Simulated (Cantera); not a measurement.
# Low-pressure radical oxidation in H2/O2

An isothermal, constant-pressure homogeneous reactor starts with H2 : O2 : N2 = 0.011 : 1 : 1.7 (molar parts), equivalence ratio 0.0055, at 1425 K and 0.0133 bar.

Model: the H2/O2 subset of GRI-Mech 3.0, which has no nitrogen chemistry, integrated in Cantera. Radical loss at walls, strong at low pressure, is not modelled.

```tsv
t (s)	x H2	x O2	x O	x OH	x HO2
8.00e-6	0.00406	0.369	3.06e-11	3.06e-11	3.93e-10
4.11e-5	0.00406	0.369	6.55e-10	6.51e-10	2.02e-9
0.000211	0.00406	0.369	8.57e-9	8.28e-9	1.04e-8
0.00109	0.00406	0.369	1.07e-7	9.55e-8	5.30e-8
0.00558	0.00397	0.369	5.61e-5	4.77e-5	2.59e-7
0.0287	1.69e-5	0.365	0.00350	0.000561	1.55e-7
0.147	1.54e-5	0.365	0.00316	0.000535	1.48e-7
0.757	9.91e-6	0.366	0.00200	0.000430	1.16e-7
3.89	2.42e-6	0.367	0.000471	0.000213	4.96e-8
20.0	2.23e-7	0.368	4.27e-5	6.47e-5	1.22e-8
```
x: mole fraction; the columns are a selection and need not sum to one.

Equilibrium at this temperature and pressure: H2 3.84e-8, O2 0.368, O 7.33e-6, OH 2.69e-5, HO2 1.15e-8 (gas phase only).
